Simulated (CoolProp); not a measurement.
Model: reference Helmholtz-energy equation of state, Bücker 2006, in CoolProp.

### Question
For n-butane, give the phase and the Z, speed of sound (m/s), Joule-Thomson coefficient (K/MPa), fugacity coefficient at 177.1 K and 1.84 MPa.

### Answer
- 177.1 K and 1.84 MPa: liquid; Z 0.104, speed of sound 1580, Joule-Thomson coefficient -0.543, fugacity coefficient 0.000151
